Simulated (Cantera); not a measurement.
Input (Python, Cantera):

```python
import numpy as np
import cantera as ct

gas = ct.Solution("gri30.yaml")
gas.TPX = 1225, 61000, {'CO': 0.0048, 'O2': 0.0079, 'H2O': 0.00033, 'N2': 1}
reactor = ct.IdealGasConstPressureReactor(gas, energy="off", clone=False)
net = ct.ReactorNet([reactor])
net.rtol, net.atol = 1e-08, 1e-18
show = ['CO', 'O2', 'H2O', 'H2O2', 'NO', 'N2O', 'CO2']
times = np.geomspace(4e-06, 9, 14)

steps = ct.SolutionArray(gas, extra=["t"])
rows = []
print(f"{'t/s':>10s}{'T/K':>9s}{'P/Pa':>11s}" + "".join(f"{s:>11s}" for s in show))
for t in times:
    while net.time < t:
        t_next = net.step()
        steps.append(gas.state, t=t_next)
    rows.append([np.interp(t, steps.t, y) for y in (steps.T, steps.P, *steps(*show).X.T)])
    print(f"{t:10.3e}{rows[-1][0]:9.1f}{rows[-1][1]:11.4g}" + "".join(f"{x:11.3e}" for x in rows[-1][2:]))
rate = np.gradient(steps.T, steps.t)
print("integrator steps:", len(steps.t))
if steps.T.max() > steps.T[0] + 200:
    print(f"time of steepest temperature rise: {steps.t[rate.argmax()]:.4e} s")
gas.TPX = 1225, 61000, {'CO': 0.0048, 'O2': 0.0079, 'H2O': 0.00033, 'N2': 1}
gas.equilibrate("TP")
print(f"equilibrium (TP): T = {gas.T:.1f} K  " + "  ".join(f"{s} {gas[s].X[0]:.3e}" for s in show))
```

Result:

```
       t/s      T/K       P/Pa         CO         O2        H2O       H2O2         NO        N2O        CO2
 4.000e-06   1225.0    6.1e+04  4.738e-03  7.798e-03  3.258e-04  6.881e-22  3.065e-22  8.377e-18  6.566e-12
 1.232e-05   1225.0    6.1e+04  4.738e-03  7.798e-03  3.258e-04  6.254e-21  3.029e-21  4.130e-17  2.023e-11
 3.796e-05   1225.0    6.1e+04  4.738e-03  7.798e-03  3.258e-04  5.732e-20  3.380e-20  2.767e-16  6.235e-11
 1.169e-04   1225.0    6.1e+04  4.738e-03  7.798e-03  3.258e-04  4.988e-19  3.929e-19  2.267e-15  1.925e-10
 3.602e-04   1225.0    6.1e+04  4.738e-03  7.798e-03  3.258e-04  4.874e-18  4.215e-18  2.032e-14  6.001e-10
 1.110e-03   1225.0    6.1e+04  4.738e-03  7.798e-03  3.258e-04  1.160e-16  4.231e-17  1.908e-13  1.985e-09
 3.419e-03   1225.0    6.1e+04  4.738e-03  7.798e-03  3.258e-04  3.802e-15  4.766e-16  2.100e-12  9.357e-09
 1.053e-02   1225.0    6.1e+04  4.738e-03  7.798e-03  3.257e-04  6.126e-13  1.644e-14  6.818e-11  2.179e-07
 3.244e-02   1225.0    6.1e+04  4.123e-03  7.380e-03  2.972e-04  4.976e-09  1.375e-08  1.940e-07  6.160e-04
 9.994e-02   1225.0    6.1e+04  6.252e-04  5.719e-03  3.131e-04  4.830e-09  4.130e-07  6.766e-07  4.123e-03
 3.079e-01   1225.0    6.1e+04  7.006e-05  5.472e-03  3.239e-04  8.198e-10  5.235e-07  8.255e-07  4.679e-03
 9.484e-01   1225.0    6.1e+04  6.660e-06  5.444e-03  3.257e-04  1.047e-10  5.563e-07  7.845e-07  4.743e-03
 2.922e+00   1225.0    6.1e+04  4.971e-07  5.442e-03  3.262e-04  1.561e-11  5.686e-07  4.841e-07  4.749e-03
 9.000e+00   1225.0    6.1e+04  3.252e-08  5.442e-03  3.264e-04  3.593e-12  5.743e-07  1.013e-07  4.749e-03
integrator steps: 1565
equilibrium (TP): T = 1225.0 K  CO 2.581e-09  O2 5.421e-03  H2O 3.265e-04  H2O2 5.601e-13  NO 4.268e-05  N2O 2.578e-09  CO2 4.750e-03
```

Detailed kinetics in Cantera: GRI-Mech 3.0 (53 species, 325 reactions).
